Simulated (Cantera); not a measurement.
Cantera run, input and output.

```python
import numpy as np
import cantera as ct

gas = ct.Solution("gri30.yaml")
gas.TPX = 1498, 101325, {'CH4': 1, 'CO': 0.42, 'O2': 5.26, 'N2': 19.8}
reactor = ct.IdealGasReactor(gas, energy="on", clone=False)
net = ct.ReactorNet([reactor])
net.rtol, net.atol = 1e-08, 1e-16
show = ['CH4', 'CO', 'O2', 'C2H6', 'CH3', 'C2H', 'NO2']
times = np.geomspace(3e-06, 0.5, 13)

steps = ct.SolutionArray(gas, extra=["t"])
rows = []
print(f"{'t/s':>10s}{'T/K':>9s}{'P/Pa':>11s}" + "".join(f"{s:>11s}" for s in show))
for t in times:
    while net.time < t:
        t_next = net.step()
        steps.append(gas.state, t=t_next)
    rows.append([np.interp(t, steps.t, y) for y in (steps.T, steps.P, *steps(*show).X.T)])
    print(f"{t:10.3e}{rows[-1][0]:9.1f}{rows[-1][1]:11.4g}" + "".join(f"{x:11.3e}" for x in rows[-1][2:]))
rate = np.gradient(steps.T, steps.t)
print("integrator steps:", len(steps.t))
if steps.T.max() > steps.T[0] + 200:
    print(f"time of steepest temperature rise: {steps.t[rate.argmax()]:.4e} s")
gas.TPX = 1498, 101325, {'CH4': 1, 'CO': 0.42, 'O2': 5.26, 'N2': 19.8}
gas.equilibrate("UV")
print(f"equilibrium (UV): T = {gas.T:.1f} K  " + "  ".join(f"{s} {gas[s].X[0]:.3e}" for s in show))
```

It prints:

```
       t/s      T/K       P/Pa        CH4         CO         O2       C2H6        CH3        C2H        NO2
 3.000e-06   1498.0  1.013e+05  3.776e-02  1.586e-02  1.986e-01  5.069e-13  1.825e-07  5.757e-27  4.875e-22
 8.171e-06   1498.0  1.013e+05  3.776e-02  1.586e-02  1.986e-01  1.497e-11  5.920e-07  2.490e-25  1.519e-20
 2.226e-05   1498.0  1.013e+05  3.776e-02  1.586e-02  1.986e-01  4.017e-10  1.852e-06  3.074e-23  3.762e-19
 6.062e-05   1498.0  1.013e+05  3.776e-02  1.586e-02  1.986e-01  1.187e-08  6.334e-06  5.947e-21  9.214e-18
 1.651e-04   1498.0  1.013e+05  3.772e-02  1.586e-02  1.986e-01  5.230e-07  2.776e-05  2.551e-18  2.731e-16
 4.497e-04   1500.1  1.015e+05  3.722e-02  1.586e-02  1.983e-01  4.917e-05  1.833e-04  9.817e-15  2.238e-14
 1.225e-03   2510.7  1.698e+05  4.518e-19  4.648e-03  1.134e-01  8.262e-36  5.319e-18  3.756e-24  5.300e-07
 3.336e-03   2508.6  1.696e+05  4.167e-19  4.391e-03  1.119e-01  6.696e-36  4.758e-18  3.089e-24  3.101e-06
 9.086e-03   2497.8  1.688e+05  3.725e-19  4.221e-03  1.092e-01  5.478e-36  4.144e-18  2.399e-24  7.810e-06
 2.475e-02   2487.8  1.681e+05  3.352e-19  4.069e-03  1.068e-01  4.534e-36  3.641e-18  1.894e-24  1.205e-05
 6.740e-02   2485.9  1.679e+05  3.281e-19  4.039e-03  1.063e-01  4.363e-36  3.547e-18  1.805e-24  1.289e-05
 1.836e-01   2485.8  1.679e+05  3.280e-19  4.038e-03  1.063e-01  4.362e-36  3.546e-18  1.805e-24  1.289e-05
 5.000e-01   2485.8  1.679e+05  3.280e-19  4.038e-03  1.063e-01  4.362e-36  3.546e-18  1.805e-24  1.289e-05
integrator steps: 1776
time of steepest temperature rise: 8.2998e-04 s
equilibrium (UV): T = 2485.8 K  CH4 4.929e-19  CO 4.038e-03  O2 1.063e-01  C2H6 8.562e-36  CH3 5.328e-18  C2H 1.971e-24  NO2 1.289e-05
```

Model: GRI-Mech 3.0 (53 species, 325 reactions), integrated in Cantera.
